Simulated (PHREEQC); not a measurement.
Dissolve 10 mmol/kgw NaH2PO4 and 0.14 mmol/kgw K2HPO4 at 25 °C. Closed to the air; pH follows from the charge balance.

Computed with PHREEQC (ion-association model, phreeqc.dat).

This is a speciation only: nothing precipitates in the calculation.

**Question.** Predict the pH, ionic strength.

**Answer.** pH 5.25; ionic strength 0.0104 mol/kgw.

**Question.** In which forms is P present?

**Answer.** H2PO4- 98 %, HPO4-2 1.5 % of the P.

Complexes and solids missing from the database can't appear.
